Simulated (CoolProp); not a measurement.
A single-stage vapour-compression cycle with propylene: evaporating at 287.15 K (dew point), condensing at 344.15 K (bubble point), superheat 5 K, subcooling 0 K, compressor efficiency 0.85, no pressure losses. Each further row changes one setting.

Computed with CoolProp (reference Helmholtz-energy equation of state, Lemmon 2013).

```tsv
case	cooling COP	pressure ratio	discharge temperature (K)	refrigerating effect (kJ/kg)	volumetric capacity (kJ/m³)
as stated	2.61	3.62	364.4	196	3470
evaporating temperature 292.15 K	3.00	___	362.9	___	4050
condensing temperature 339.15 K	3.08	3.28	358.3	214	3780
subcooling 5 K	___	3.62	364.4	___	___
superheat 15 K	___	3.62	___	214	3580
compressor efficiency 0.75	2.30	3.62	368.3	196	3470
```

Q: What belongs in the gaps?

A: 
- evaporating temperature 292.15 K, pressure ratio: 3.17
- evaporating temperature 292.15 K, refrigerating effect (kJ/kg): 200
- subcooling 5 K, cooling COP: 2.86
- subcooling 5 K, refrigerating effect (kJ/kg): 215
- subcooling 5 K, volumetric capacity (kJ/m³): 3800
- superheat 15 K, cooling COP: 2.68
- superheat 15 K, discharge temperature (K): 373.5
